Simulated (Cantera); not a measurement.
Charge: 1 mol FeS2, a varied amount of O2, 0.043 mol H2O, at 1300 °C and 0.530 bar.

Equilibrium computed with Cantera from the NASA thermochemical tables; the gas is ideal and each condensed phase is pure. Candidate condensed phases: Fe, FeO, Fe(OH)2, Fe(OH)3, FeS, FeSO4, FeS2, Fe2O3, Fe2(SO4)3, Fe3O4, H2O, H2SO4, S; 22 gas species. Kinetics and transport are ignored.

At 6.6 mol O2, list the 6 most abundant gas species with their mole fractions, and the condensed phases.

O2 0.652, SO2 0.335, H2O 0.00729, SO3 0.00516, OH 6.02e-5, O 1.16e-5. Condensed: Fe2O3(s).
